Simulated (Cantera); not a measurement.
Input (Python, Cantera) and output of one run.

```python
import numpy as np
import cantera as ct

gas_names = """
    F FO FO2 F2 F2O O O2 O3 Si SiF SiF2 SiF3 SiF4 SiO SiO2 Si2 Si3
""".split()
cond_names = """
    Si(cr) Si(L) SiO2(Lqz) SiO2(hqz) SiO2(L)
""".split()


# ... load() reads the species with a 1 bar reference pressure and builds the phases ...
atoms = {
    'SiF4': {'Si': 1, 'F': 4},
    'O3': {'O': 3},
}
top_T = {}  # K; cautious upper limits of use, not melting points


# ... equilibrate(T, P, feed) seeds the gas with the atoms and calls Mixture.equilibrate('TP', solver="vcs", rtol=1e-11, max_steps=5000) ...
results = []
feed = {'SiF4': 1, 'O3': 0.52}  # mol
T = 2098  # K
P = 2300  # Pa
mix = equilibrate(T, P, feed)
results.append((T, P, feed, dict(zip(mix.species_names, mix.species_moles))))
print(gas.report(threshold=0.001))
for i in range(1, mix.n_phases):
    print(f"{mix.phase(i).name:16s} {mix.phase_moles(i):12.5e} mol")
```

It prints:

```
       temperature   2098 K
          pressure   2300 Pa
           density   0.0095101 kg/m^3
  mean mol. weight   72.127 kg/kmol
   phase of matter   gas

                          1 kg             1 kmol
                     ---------------   ---------------
          enthalpy       -1.0694e+07       -7.7136e+08  J
   internal energy       -1.0936e+07       -7.8881e+08  J
           entropy            5808.6        4.1896e+05  J/K
    Gibbs function       -2.2881e+07       -1.6503e+09  J
 heat capacity c_p            1058.3             76330  J/K
 heat capacity c_v            942.99             68015  J/K

                      mass frac. Y      mole frac. X     chem. pot. / RT
                     ---------------   ---------------   ---------------
                 F        0.00054979         0.0020873           -27.362
                 O         0.0013196         0.0059489           -16.772
                O2           0.19209             0.433           -33.545
              SiF3         0.0023306         0.0019757           -115.73
              SiF4           0.80369           0.55696           -143.09
     [  +12 minor]        2.0741e-05        2.8969e-05

Si(L)             0.00000e+00 mol
SiO2(L)           0.00000e+00 mol
```

Equilibrium computed with Cantera from the NASA thermochemical tables; the gas is ideal and each condensed phase is pure. The tables' values for SiF3, SiO2 are old estimates; treat these amounts as uncertain.
